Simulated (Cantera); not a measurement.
A Cantera script and what it prints.

```python
import numpy as np
import cantera as ct

gas_names = """
    AL ALH ALO ALOH ALO2 ALO2H AL2 AL2O AL2O2 H HALO HO2 H2 H2O H2O2 O OH O2 O3
""".split()
cond_names = """
    AL(cr) AL(L) AL2O3(a) AL2O3(L) H2O(s) H2O(L)
""".split()


# ... load() reads the species with a 1 bar reference pressure and builds the phases ...
atoms = {
    'Al2O3': {'AL': 2, 'O': 3},
    'H2': {'H': 2},
}
top_T = {}  # K; cautious upper limits of use, not melting points


# ... equilibrate(T, P, feed) seeds the gas with the atoms and calls Mixture.equilibrate('TP', solver="vcs", rtol=1e-11, max_steps=5000) ...
results = []
feed = {'Al2O3': 1, 'H2': 0.058}  # mol
T = 2700  # K
P = 38000  # Pa
mix = equilibrate(T, P, feed)
results.append((T, P, feed, dict(zip(mix.species_names, mix.species_moles))))
print(gas.report(threshold=1e-06))
for i in range(1, mix.n_phases):
    print(f"{mix.phase(i).name:16s} {mix.phase_moles(i):12.5e} mol")
```

Result:

```
       temperature   2700 K
          pressure   38000 Pa
           density   0.0043083 kg/m^3
  mean mol. weight   2.5452 kg/kmol
   phase of matter   gas

                          1 kg             1 kmol
                     ---------------   ---------------
          enthalpy         3.634e+07        9.2493e+07  J
   internal energy         2.752e+07        7.0044e+07  J
           entropy             82230        2.0929e+05  J/K
    Gibbs function       -1.8568e+08       -4.7259e+08  J
 heat capacity c_p             13846             35241  J/K
 heat capacity c_v             10579             26926  J/K

                      mass frac. Y      mole frac. X     chem. pot. / RT
                     ---------------   ---------------   ---------------
                AL          0.050629         0.0047759           -14.729
               ALH         0.0027368        0.00024886            -25.51
               ALO         0.0049544        0.00029339           -38.057
              ALOH          0.017994         0.0010412           -48.838
             ALO2H         0.0013338        5.6589e-05           -72.167
              AL2O          0.082693         0.0030083           -52.786
             AL2O2        0.00033749        9.9925e-06           -76.114
                 H          0.034428          0.086929           -10.781
                H2           0.70451           0.88943           -21.563
               H2O          0.097927          0.013835           -44.891
                 O        0.00013558        2.1569e-05           -23.328
                OH         0.0023134         0.0003462            -34.11
     [   +7 minor]        8.7284e-06        4.9063e-07

AL(L)             0.00000e+00 mol
AL2O3(L)          9.99619e-01 mol
```

Equilibrium computed with Cantera from the NASA thermochemical tables; the gas is ideal and each condensed phase is pure. The tables' values for AlOH are old estimates; treat these amounts as uncertain.
